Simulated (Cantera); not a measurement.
## LiCl + H₂ (halide evaporation, hydrolysis and transport)

Charge: 1 mol LiCl, 10 mol H₂, equilibrated at 585 Torr.

Equilibrium computed with Cantera from the NASA thermochemical tables; the gas is ideal and each condensed phase is pure. Candidate condensed phases: Li, LiCl, LiH; 11 gas species. The numbers say what is thermodynamically allowed, not how fast it happens.

| T (°C) | log p H₂ | log p LiCl | log p Li₂Cl₂ | log p Li₃Cl₃ | log p HCl | log p Li | log p LiH | log p H | n LiCl(s) | n LiCl(l) |
|---|---|---|---|---|---|---|---|---|---|---|
| 475 | -0.11 | -7.09 | -6.77 | -7.81 | -11.45 | -11.56 | <-12 | <-12 | 1.000 | 0 |
| 525 | -0.11 | -6.20 | -5.88 | -6.94 | -10.44 | -10.53 | -11.17 | -11.63 | 1.000 | 0 |
| 575 | -0.11 | -5.42 | -5.10 | -6.18 | -9.55 | -9.62 | -10.34 | -10.77 | 1.000 | 0 |
| 625 | -0.11 | -4.75 | -4.45 | -5.57 | -8.77 | -8.83 | -9.62 | -10.01 | 0 | 0.999 |
| 675 | -0.11 | -4.20 | -3.97 | -5.17 | -8.09 | -8.15 | -9.00 | -9.33 | 0 | 0.996 |
| 725 | -0.11 | -3.70 | -3.54 | -4.81 | -7.48 | -7.53 | -8.44 | -8.72 | 0 | 0.989 |
| 775 | -0.11 | -3.26 | -3.15 | -4.50 | -6.94 | -6.98 | -7.94 | -8.17 | 0 | 0.974 |
| 825 | -0.11 | -2.86 | -2.81 | -4.22 | -6.44 | -6.48 | -7.49 | -7.66 | 0 | 0.940 |
| 875 | -0.11 | -2.49 | -2.50 | -3.98 | -5.99 | -6.03 | -7.08 | -7.20 | 0 | 0.873 |
| 925 | -0.12 | -2.16 | -2.22 | -3.76 | -5.58 | -5.61 | -6.70 | -6.78 | 0 | 0.748 |
| 975 | -0.12 | -1.86 | -1.97 | -3.56 | -5.20 | -5.23 | -6.36 | -6.39 | 0 | 0.524 |
log p: log10 of the partial pressure in bar; n: condensed amount in mol.

From 475 °C to 575 °C the condensed part is LiCl(s). From 625 °C to 975 °C the condensed part is LiCl(l). The main Li-bearing gas is Li₂Cl₂ throughout.
